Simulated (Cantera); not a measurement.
An isothermal, constant-pressure homogeneous reactor starts with C₂H₆ : N₂ = 1 : 200 (molar parts), at 1998 K and 101000 Pa. Integrator tolerance rtol = 1e-08.

Computed with Cantera and GRI-Mech 3.0 (53 species, 325 reactions). GRI-Mech 3.0 stops at C3 and has no aromatics, soot or wall deposition, so with more carbon than oxygen in the feed, carbon stays in small species such as C2H2 where larger ones or solid carbon would form.

Q: What does this change do: C2H6 1 to 1.9 parts?

A: 
```json
[
 {"quantity": "x(C₂H₆) at 1.00 s", "before": "<1e-12 (gas-phase equilibrium <1e-12)", "after": "3.10e-12 (gas-phase equilibrium <1e-12)"},
 {"quantity": "x(CH₂) at 1.00 s", "before": "1.83e-9 (gas-phase equilibrium 1.41e-9)", "after": "4.79e-9 (gas-phase equilibrium 3.54e-9)"},
 {"quantity": "x(C₂H₄) at 1.00 s", "before": "3.23e-7 (gas-phase equilibrium 1.30e-8)", "after": "1.15e-6 (gas-phase equilibrium 8.19e-8)"},
 {"quantity": "x(CH₃) at 1.00 s", "before": "8.74e-8 (gas-phase equilibrium 6.72e-8)", "after": "3.13e-7 (gas-phase equilibrium 2.31e-7)"},
 {"quantity": "x(C₂H) at 1.00 s", "before": "1.45e-6 (gas-phase equilibrium 5.84e-8)", "after": "2.01e-6 (gas-phase equilibrium 1.43e-7)"},
 {"quantity": "x(C₂H₂) at 1.00 s", "before": "0.00481 (gas-phase equilibrium 0.000194)", "after": "0.00912 (gas-phase equilibrium 0.000650)"},
 {"quantity": "x(H₂) at 1.00 s", "before": "0.00977 (gas-phase equilibrium 0.00977)", "after": "0.0184 (gas-phase equilibrium 0.0184)"}
]
```
